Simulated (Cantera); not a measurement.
Input: 1 mol Fe, 0.78 mol O₂, 190 mol H₂, at 1 atm.

These are equilibrium values from Cantera (NASA tables, ideal gas, pure condensed phases), not measurements of a reactor. Candidate condensed phases: Fe, FeO, Fe(OH)₂, Fe(OH)₃, Fe₂O₃, Fe₃O₄, H₂O; 12 gas species. The numbers say what is thermodynamically allowed, not how fast it happens.

x: gas mole fraction; n: condensed amount in mol.

| T (K) | x H₂ | x H₂O | x H | x Fe | x OH | x Fe(OH)₂ | x FeO | n Fe(γ) | n Fe(δ) | n Fe(l) |
|---|---|---|---|---|---|---|---|---|---|---|
| 1448 | 0.992 | 0.00821 | 9.12e-6 | (withheld) | 1.80e-9 | 1.59e-9 | 1.23e-12 | 1.000 | 0 | 0 |
| 1523 | 0.992 | 0.00821 | 2.29e-5 | (withheld) | 5.83e-9 | 3.07e-9 | 8.72e-12 | 1.000 | 0 | 0 |
| 1598 | 0.992 | 0.00821 | 5.27e-5 | (withheld) | 1.70e-8 | 5.56e-9 | 5.11e-11 | 1.000 | 0 | 0 |
| 1673 | 0.992 | 0.00821 | 0.000113 | (withheld) | 4.49e-8 | 9.57e-9 | 2.55e-10 | 0 | 0.999 | 0 |
| 1748 | 0.992 | 0.00821 | 0.000226 | (withheld) | 1.09e-7 | 1.57e-8 | 1.10e-9 | 0 | 0.997 | 0 |
| 1823 | 0.991 | 0.00821 | 0.000429 | (withheld) | 2.47e-7 | 2.45e-8 | 4.16e-9 | 0 | 0 | 0.992 |
| 1898 | 0.991 | 0.00821 | 0.000773 | (withheld) | 5.24e-7 | 3.58e-8 | 1.37e-8 | 0 | 0 | 0.980 |

**Question.** Complete the blanks.

**Answer.** 
- 1448, x Fe: 4.71e-8
- 1523, x Fe: 2.40e-7
- 1598, x Fe: 1.04e-6
- 1673, x Fe: 3.96e-6
- 1748, x Fe: 1.33e-5
- 1823, x Fe: 4.02e-5
- 1898, x Fe: 0.000107
